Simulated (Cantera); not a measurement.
A perfectly stirred reactor is fed with CH₄ : N₂ = 1 : 19 (molar parts), at 1.00 atm; it is held at 1373 K, and followed from long to short residence time.

Computed with Cantera and GRI-Mech 3.0 (53 species, 325 reactions). GRI-Mech 3.0 stops at C3 and has no aromatics, soot or wall deposition, so with more carbon than oxygen in the feed, carbon stays in small species such as C2H2 where larger ones or solid carbon would form.

One state of this run: x CH₄ = 0.0435; x C₂H₄ = 0.000283; x C₂H = 3.09e-11; x HCN = 5.28e-11; x CH₂ = 1.11e-10; x H₂ = 0.00895; x C₂H₂ = 0.00278. x: mole fraction; the columns are a selection and need not sum to one.

**Question.** Which value of τ (s) does it belong to?
(A) 3.2
(B) 0.12
(C) 16
(D) 0.00094

**Answer.** A, 3.2
